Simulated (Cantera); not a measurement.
A closed system holds: 1 mol FeS₂, 0.42 mol H₂, 1.8 mol N₂, equilibrated at 2000 °C and 1 atm.

Equilibrium computed with Cantera from the NASA thermochemical tables; the gas is ideal and each condensed phase is pure. Candidate condensed phases: Fe, FeS, FeS₂, S; 16 gas species. FeS: taken at fixed stoichiometry. Rates play no part.

Base state: N₂ 0.662, S₂ 0.165, H₂ 0.128, SH 0.0177, H₂S 0.0161, S 0.00619, H 0.00299, Fe 0.00180 (mole fractions); condensed: FeS(l).

What changes in the equilibrium state with this change: temperature from 2000 °C to 1700 °C?


| species | before | after |
|---|---|---|
| N₂ | 0.662 | 0.672 |
| S₂ | 0.165 | 0.166 |
| H₂ | 0.128 | 0.120 |
| H₂S | 0.0161 | 0.0314 |
| SH | 0.0177 | 0.00950 |
| Fe | 0.00180 | 3.01e-5 |
| H | 0.00299 | 0.000465 |
| S | 0.00619 | 0.00107 |
| SN | 4.22e-5 | 8.50e-6 |
| FeS(l), mol | 0.995 | 1.000 |

What changes in the equilibrium state with this change: H₂ from 0.42 to 28 mol?


| species | before | after |
|---|---|---|
| H₂ | 0.128 | 0.874 |
| N₂ | 0.662 | 0.0587 |
| H₂S | 0.0161 | 0.0288 |
| S₂ | 0.165 | 0.0113 |
| SH | 0.0177 | 0.0121 |
| Fe | 0.00180 | 0.00523 |
| SN | 4.22e-5 | 3.29e-6 |
| S | 0.00619 | 0.00162 |
| H | 0.00299 | 0.00780 |
| FeS(l), mol | 0.995 | 0 |
| Fe(l), mol | 0 | 0.840 |
